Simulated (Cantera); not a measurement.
A perfectly stirred reactor is fed with CH₄ : C₂H₆ : O₂ : N₂ = 1 : 0.58 : 6.83 : 25.7 (molar parts), at 1.00 bar; it is adiabatic with a 650 K inlet, and is followed from long to short residence time, starting on the burning branch (τ in s: 0.12, 0.052, 0.023, 0.0098, 0.0042, 0.0018, 0.00079, 0.00034, 0.00015, 6.4e-05, 2.8e-05, 1.2e-05).

Model: GRI-Mech 3.0 (53 species, 325 reactions), integrated in Cantera.

x: mole fraction; the columns are a selection and need not sum to one.

```tsv
τ (s)	T (K)	x CH₄	x C₂H₆	x O₂	x C₂H	x CO₂	x HO₂
0.12	1931	2.63e-6	2.88e-7	0.0810	9.94e-10	0.0623	1.43e-6
0.052	1926	4.65e-6	5.59e-7	0.0810	1.81e-9	0.0620	1.83e-6
0.023	1918	…	…	0.0811	…	0.0615	…
0.0098	1904	1.37e-5	1.88e-6	0.0812	4.44e-9	0.0606	3.90e-6
0.0042	1884	2.40e-5	3.43e-6	0.0815	5.94e-9	0.0593	6.10e-6
0.0018	1854	4.35e-5	6.32e-6	0.0822	7.10e-9	0.0572	9.54e-6
0.00079	1813	8.19e-5	1.19e-5	0.0834	7.71e-9	0.0542	1.47e-5
0.00034	1756	0.000173	2.50e-5	0.0858	8.04e-9	0.0492	2.31e-5
0.00015	1679	0.000442	6.28e-5	0.0910	9.09e-9	0.0407	4.01e-5
6.4e-5	650	0.0293	0.0170	0.200	<1e-12	<1e-12	<1e-12
2.8e-5	650	0.0293	0.0170	0.200	<1e-12	<1e-12	<1e-12
1.2e-5	650	0.0293	0.0170	0.200	<1e-12	<1e-12	<1e-12
```

Question: What belongs in the gaps?

Answer: 
- 0.023, x CH₄: 7.91e-6
- 0.023, x C₂H₆: 1.02e-6
- 0.023, x C₂H: 2.95e-9
- 0.023, x HO₂: 2.56e-6
